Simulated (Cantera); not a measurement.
Cantera run:

```python
import numpy as np
import cantera as ct

gas_names = """
    C CH CH2 CH3 CH2OH CH3O CH4 CH3OH CO CO2 COOH C2 C2H CHCO,ketyl C2H2,acetylene C2H2,vinylidene
    CH2CO,ketene C2H3,vinyl CH3CO,acetyl C2H4 C2H4O,ethylen CH3CHO,ethanal CH3COOH (HCOOH)2 C2H5 C2H6
    CH3OCH3 C2H5OH C2O C3 C3H3,propargyl C3H4,allene C3H4,propyne C3H4,cyclo- C3H5,allyl C3H6,propylene
    C3H6,cyclo- C3H6O C3H7,n-propyl C3H7,i-propyl C3H8 C3H8O,1propanol C3H8O,2propanol C3O2 C4 C4H2
    C4H4,1,3-cyclo- C4H6,butadiene C4H6,2-butyne C4H6,cyclo- C4H8,1-butene C4H8,cis2-buten
    C4H8,tr2-butene C4H8,isobutene C4H8,cyclo- (CH3COOH)2 C4H9,n-butyl C4H9,i-butyl C4H9,s-butyl
    C4H9,t-butyl C4H10,isobutane C4H10,n-butane C5 C5H6,1,3cyclo- C5H8,cyclo- C5H10,1-pentene
    C5H10,cyclo- C5H11,pentyl C5H11,t-pentyl C5H12,n-pentane C5H12,i-pentane CH3C(CH3)2CH3 C6H2
    C6H5,phenyl C6H5O,phenoxy C6H6 C6H5OH,phenol C6H10,cyclo- C6H12,1-hexene C6H12,cyclo- C6H13,n-hexyl
    C7H7,benzyl C7H8 C7H8O,cresol C7H14,1-heptene C7H15,n-heptyl C7H16,n-heptane C8H8,styrene
    C8H10,ethylbenz C8H16,1-octene C8H17,n-octyl C8H18,isooctane C8H18,n-octane C9H19,n-nonyl
    C10H8,naphthale C10H21,n-decyl C12H9,o-bipheny C12H10,bipheny Fe FeC5O5 FeO Fe(OH)2 H HCO HO2 H2
    HCHO,formaldehy HCOOH H2O H2O2 O OH O2 O3
""".split()
cond_names = """
    C(gr) C6H6(L) C7H8(L) C8H18(L),n-octa Fe(a) Fe(c) Fe(d) Fe(L) FeC5O5(L) FeO(s) FeO(L) Fe(OH)2(s)
    Fe(OH)3(s) Fe2O3(s) Fe3O4(s) H2O(s) H2O(L)
""".split()


def load(file, names, dense=False):
    # The tables refer to 1 bar. Condensed volumes are neglected.
    table = {s.name: s for s in ct.Species.list_from_file(file)}
    out = []
    for n in names:
        d = dict(table[n].input_data)
        d["thermo"] = dict(d["thermo"], **{"reference-pressure": 1e5})
        if dense:
            d["equation-of-state"] = {"model": "constant-volume", "density": "1e6 g/cm^3"}
        out.append(ct.Species.from_dict(d))
    return out


gas = ct.Solution(thermo="ideal-gas", species=load("nasa_gas.yaml", gas_names))
cond = {s.name: ct.Solution(thermo="fixed-stoichiometry", species=[s], name=s.name)
        for s in load("nasa_condensed.yaml", cond_names, dense=True)}
atoms = {
    'Fe3O4': {'Fe': 3, 'O': 4},
    'CH4': {'C': 1, 'H': 4},
    'H2': {'H': 2},
}
top_T = {'C(gr)': 4500, 'Fe2O3(s)': 1830, 'Fe3O4(s)': 1870}  # K; cautious upper limits of use, not melting points


def equilibrate(T, P, feed):
    n = {}
    for name, mol in feed.items():
        for a, k in atoms[name].items():
            n[a] = n.get(a, 0.0) + k * mol
    gas.TPX = T, P, n
    mass = sum(n.values()) * gas.mean_molecular_weight
    gas.equilibrate("TP")
    valid = [c for c in cond.values() if c.min_temp <= T <= top_T.get(c.name, c.max_temp)]
    mix = ct.Mixture([(gas, mass / gas.mean_molecular_weight)] + [(c, 0.0) for c in valid])
    mix.T, mix.P = T, P
    mix.equilibrate("TP", solver="vcs", rtol=1e-11, max_steps=5000)
    return mix


results = []
feed = {'Fe3O4': 1, 'CH4': 0.66, 'H2': 0.76}  # mol
T = 2475  # K
P = 1333.22  # Pa
mix = equilibrate(T, P, feed)
results.append((T, P, feed, dict(zip(mix.species_names, mix.species_moles))))
x = sorted(zip(gas.X, gas.species_names), reverse=True)
print(f"T = {T:g} K  P = {P:g} Pa  gas = {mix.phase_moles(0):.4g} mol")
print("   x: " + "  ".join(f"{s} {v:.3e}" for v, s in x if v > 1e-06))
print("   condensed (mol): " + ("  ".join(f"{mix.phase(i).name} {mix.phase_moles(i):.4g}"
      for i in range(1, mix.n_phases) if mix.phase_moles(i) > 1e-12) or "none"))
```

Output:

```
T = 2475 K  P = 1333.22 Pa  gas = 5.026 mol
   x: Fe 3.292e-01  H2O 2.713e-01  H2 9.469e-02  CO 8.948e-02  H 5.996e-02  FeO 4.689e-02  CO2 4.183e-02  OH 3.458e-02  O2 1.705e-02  O 1.447e-02  Fe(OH)2 5.785e-04  HO2 1.143e-06
   condensed (mol): FeO(L) 1.107
```

These are equilibrium values from Cantera (NASA tables, ideal gas, pure condensed phases), not measurements of a reactor. The tables' stoichiometric FeO is somewhat more stable than real wüstite, so its field is too wide. FeO: taken at fixed stoichiometry.
